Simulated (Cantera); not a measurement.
Feed: 1 mol C₃H₆, 0.47 mol H₂O, 2 mol CO₂, at 4.00 mbar.

Method: chemical equilibrium by Gibbs-energy minimisation in Cantera with the NASA 1993 tables (ideal gas, pure condensed phases). Candidate condensed phases: C, C₆H₆, C₇H₈, C₈H₁₈, H₂O; 110 gas species. Rates play no part. All values below are at 2048 K.

Base state: CO 0.557, H₂ 0.420, H 0.0229, C₂H₂ (acetylene) 0.000440 (mole fractions); condensed: C(graphite).

**Question.** What changes in the equilibrium state with this change: pressure from 4.00 mbar to 21.0 mbar?

**Answer.** 
```json
[
 {"species": "CO", "before": "0.557", "after": "0.560"},
 {"species": "H₂", "before": "0.420", "after": "0.429"},
 {"species": "H", "before": "0.0229", "after": "0.0101"},
 {"species": "C₂H₂ (acetylene)", "before": "0.000440", "after": "0.000450"},
 {"species": "C(graphite), mol", "before": "0.523", "after": "0.523"}
]
```
